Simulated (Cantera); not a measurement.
A Cantera script and what it prints.

```python
import numpy as np
import cantera as ct

gas_names = """
    C CH CH2 CH3 CH2OH CH3O CH4 CH3OH CN CO CO2 COOH C2 C2H CHCO,ketyl C2H2,acetylene C2H2,vinylidene
    CH2CO,ketene C2H3,vinyl CH3CN CH3CO,acetyl C2H4 C2H4O,ethylen CH3CHO,ethanal CH3COOH (HCOOH)2 C2H5
    C2H6 CH3OCH3 C2H5OH CCN CNC C2N2 C2O C3 C3H3,propargyl C3H4,allene C3H4,propyne C3H4,cyclo-
    C3H5,allyl C3H6,propylene C3H6,cyclo- C3H6O C3H7,n-propyl C3H7,i-propyl C3H8 C3H8O,1propanol
    C3H8O,2propanol C3O2 C4 C4H2 C4H4,1,3-cyclo- C4H6,butadiene C4H6,2-butyne C4H6,cyclo- C4H8,1-butene
    C4H8,cis2-buten C4H8,tr2-butene C4H8,isobutene C4H8,cyclo- (CH3COOH)2 C4H9,n-butyl C4H9,i-butyl
    C4H9,s-butyl C4H9,t-butyl C4H10,isobutane C4H10,n-butane C4N2 C5 C5H6,1,3cyclo- C5H8,cyclo-
    C5H10,1-pentene C5H10,cyclo- C5H11,pentyl C5H11,t-pentyl C5H12,n-pentane C5H12,i-pentane
    CH3C(CH3)2CH3 C6H2 C6H5,phenyl C6H5O,phenoxy C6H6 C6H5OH,phenol C6H10,cyclo- C6H12,1-hexene
    C6H12,cyclo- C6H13,n-hexyl C7H7,benzyl C7H8 C7H8O,cresol C7H14,1-heptene C7H15,n-heptyl
    C7H16,n-heptane C8H8,styrene C8H10,ethylbenz C8H16,1-octene C8H17,n-octyl C8H18,isooctane
    C8H18,n-octane C9H19,n-nonyl C10H8,naphthale C10H21,n-decyl C12H9,o-bipheny C12H10,bipheny H HCN HCO
    HCCN HNC HNCO HNO HNO2 HNO3 HO2 H2 HCHO,formaldehy HCOOH H2O H2O2 N NCO NH NH2 NH3 NH2OH NO NO2 NO3
    N2 N2H2 N2H4 N2O O OH O2 O3
""".split()
cond_names = """
    C(gr) C6H6(L) C7H8(L) C8H18(L),n-octa H2O(s) H2O(L)
""".split()


def load(file, names, dense=False):
    # The tables refer to 1 bar. Condensed volumes are neglected.
    table = {s.name: s for s in ct.Species.list_from_file(file)}
    out = []
    for n in names:
        d = dict(table[n].input_data)
        d["thermo"] = dict(d["thermo"], **{"reference-pressure": 1e5})
        if dense:
            d["equation-of-state"] = {"model": "constant-volume", "density": "1e6 g/cm^3"}
        out.append(ct.Species.from_dict(d))
    return out


gas = ct.Solution(thermo="ideal-gas", species=load("nasa_gas.yaml", gas_names))
cond = {s.name: ct.Solution(thermo="fixed-stoichiometry", species=[s], name=s.name)
        for s in load("nasa_condensed.yaml", cond_names, dense=True)}
atoms = {
    'C2H6': {'C': 2, 'H': 6},
    'H2O': {'H': 2, 'O': 1},
    'N2': {'N': 2},
}
top_T = {'C(gr)': 4500}  # K; cautious upper limits of use, not melting points


def equilibrate(T, P, feed):
    n = {}
    for name, mol in feed.items():
        for a, k in atoms[name].items():
            n[a] = n.get(a, 0.0) + k * mol
    gas.TPX = T, P, n
    mass = sum(n.values()) * gas.mean_molecular_weight
    gas.equilibrate("TP")
    valid = [c for c in cond.values() if c.min_temp <= T <= top_T.get(c.name, c.max_temp)]
    mix = ct.Mixture([(gas, mass / gas.mean_molecular_weight)] + [(c, 0.0) for c in valid])
    mix.T, mix.P = T, P
    mix.equilibrate("TP", solver="gibbs", rtol=1e-10, max_steps=50000)
    return mix


results = []
feed = {'C2H6': 1, 'H2O': 0.44, 'N2': 8.5}  # mol
P = 340000  # Pa
for T in [773, 973, 1173, 1373, 1573, 1773, 1973, 2173, 2373, 2573, 2773, 2973]:
    mix = equilibrate(T, P, feed)
    results.append((T, P, feed, dict(zip(mix.species_names, mix.species_moles))))

top = {s: max(r[3][s] / sum(r[3][g] for g in gas_names) for r in results) for s in gas_names}
cols = sorted((s for s in top if top[s] > 1e-05), key=lambda s: -top[s])[:5]
seen = [c for c in cond_names if any(r[3].get(c, 0) > 1e-12 for r in results)]
print("log10 of partial pressures in bar; condensed amounts in mol")
print(f"{'T/K':>10s}" + "".join(f"{s[:9]:>10s}" for s in cols + seen))
for T, P, feed, n in results:
    ng = sum(n[g] for g in gas_names)
    print(f"{T:10.4g}" + "".join(f"{np.log10(max(n[s] / ng * P / 1e5, 1e-99)):10.3f}" for s in cols)
          + "".join(f"{n.get(c, 0):10.4g}" for c in seen))
```

Output:

```
log10 of partial pressures in bar; condensed amounts in mol
       T/K        N2        H2       CH4       HCN        CO     C(gr)
       773     0.417    -0.433    -0.540    -7.341    -2.204     1.011
       973     0.383    -0.106    -1.104    -5.339    -1.117     1.434
      1173     0.371    -0.039    -1.789    -4.095    -0.932     1.516
      1373     0.369    -0.029    -2.355    -3.231    -0.919     1.544
      1573     0.368    -0.027    -2.790    -2.592    -0.918     1.545
      1773     0.367    -0.027    -3.129    -2.100    -0.918     1.526
      1973     0.366    -0.030    -3.401    -1.710    -0.918     1.479
      2173     0.364    -0.037    -3.629    -1.396    -0.918     1.387
      2373     0.360    -0.050    -3.830    -1.141    -0.919     1.228
      2573     0.354    -0.073    -4.019    -0.932    -0.920    0.9828
      2773     0.345    -0.109    -4.211    -0.765    -0.922    0.6382
      2973     0.332    -0.162    -4.420    -0.634    -0.926    0.1898
```

Cantera equilibrium calculation (NASA polynomials, part measured and part estimated; ideal gas, pure solids and liquids).
